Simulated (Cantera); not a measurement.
A Cantera script and what it prints.

```python
import numpy as np
import cantera as ct

gas_names = """
    Cr CrN CrO CrO2 CrO3 H HNO HNO2 HNO3 HO2 H2 H2O H2O2 N NH NH2 NH3 NH2OH NO NO2 NO3 N2 N2H2 N2H4 N2O
    O OH O2 O3
""".split()
cond_names = """
    Cr(cr) Cr(L) CrN(s) Cr2N(s) Cr2O3(s) Cr2O3(L) H2O(s) H2O(L)
""".split()


# ... load() reads the species with a 1 bar reference pressure and builds the phases ...
atoms = {
    'Cr': {'Cr': 1},
    'N2O': {'N': 2, 'O': 1},
    'H2': {'H': 2},
}
top_T = {'CrN(s)': 1900, 'Cr2N(s)': 1900}  # K; cautious upper limits of use, not melting points


# ... equilibrate(T, P, feed) seeds the gas with the atoms and calls Mixture.equilibrate('TP', solver="vcs", rtol=1e-11, max_steps=5000) ...
results = []
T = 2573.15  # K
P = 430  # Pa
for m in [0.18, 0.37, 0.78, 1.6, 3.5, 7.3, 15]:
    feed = {'Cr': 1, 'N2O': m, 'H2': 2.2}  # mol
    mix = equilibrate(T, P, feed)
    results.append((T, P, feed, dict(zip(mix.species_names, mix.species_moles))))

top = {s: max(r[3][s] / sum(r[3][g] for g in gas_names) for r in results) for s in gas_names}
cols = sorted((s for s in top if top[s] > 0.001), key=lambda s: -top[s])[:8]
seen = [c for c in cond_names if any(r[3].get(c, 0) > 1e-12 for r in results)]
print("log10 of partial pressures in bar; condensed amounts in mol")
print(f"{'n(N2O)':>10s}" + "".join(f"{s[:9]:>10s}" for s in cols + seen))
for T, P, feed, n in results:
    ng = sum(n[g] for g in gas_names)
    print(f"{feed['N2O']:10.4g}" + "".join(f"{np.log10(max(n[s] / ng * P / 1e5, 1e-99)):10.3f}" for s in cols)
          + "".join(f"{n.get(c, 0):10.4g}" for c in seen))
```

Output:

```
log10 of partial pressures in bar; condensed amounts in mol
    n(N2O)        N2        H2         H        Cr        O2         O       H2O       CrO
      0.18    -3.718    -2.806    -2.867    -3.001    -6.595    -4.984    -4.028    -4.182
      0.37    -3.427    -2.857    -2.892    -3.054    -5.938    -4.656    -3.749    -3.906
      0.78    -3.148    -2.963    -2.945    -3.169    -5.225    -4.299    -3.499    -3.665
       1.6    -2.920    -3.165    -3.046    -3.399    -4.495    -3.934    -3.336    -3.530
       3.5    -2.749    -3.542    -3.235    -3.841    -3.762    -3.568    -3.347    -3.605
       7.3    -2.668    -3.965    -3.446    -4.291    -3.364    -3.369    -3.571    -3.857
        15    -2.629    -4.388    -3.658    -4.674    -3.186    -3.280    -3.905    -4.151
```

Equilibrium computed with Cantera from the NASA thermochemical tables; the gas is ideal and each condensed phase is pure.
